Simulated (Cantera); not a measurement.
Charge: 1 mol SiH₄, 0.17 mol NH₃, 0.73 mol H₂, held at 0.825 Torr.

Equilibrium computed with Cantera from the NASA thermochemical tables; the gas is ideal and each condensed phase is pure. Candidate condensed phases: Si, Si₃N₄; 18 gas species. Mutual solubility and eutectic melting of coexisting phases are not modelled. Rates play no part.

Problem. At 1300 K, list the 3 most abundant gas species with their mole fractions, and the condensed phases.

Solution. H₂ 1.000, N₂ 0.000452, H 3.33e-5. Condensed: Si(s) + Si₃N₄(s).
